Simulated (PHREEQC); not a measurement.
Consider water at 25 °C with 81 mmol/kgw K2CO3 and 0.036 mmol/kgw H4SiO4. Closed to the air; pH follows from the charge balance.

The numbers come from PHREEQC with the ion-association model, wateq4f.dat.

```json
{
  "pH": "11.33",
  "ionic_strength": "0.240 mol/kgw",
  "total_alkalinity": "162 meq/kg"
}
```

| species | molality | activity | log γ |
|---|---|---|---|
| K+ | 0.162 | 0.113 | -0.156 |
| CO3-2 | 0.0779 | 0.0227 | -0.535 |
| HCO3- | 0.00310 | 0.00228 | -0.134 |
| OH- | 0.00306 | 0.00212 | -0.160 |
| H3SiO4- | 3.41e-5 | 2.40e-5 | -0.152 |
| H2SiO4-2 | 1.19e-6 | 3.48e-7 | -0.535 |
| H4SiO4 | 7.25e-7 | 7.66e-7 | 0.024 |
| CO2 | 2.29e-8 | 2.42e-8 | 0.024 |

This is a speciation only: nothing precipitates in the calculation.
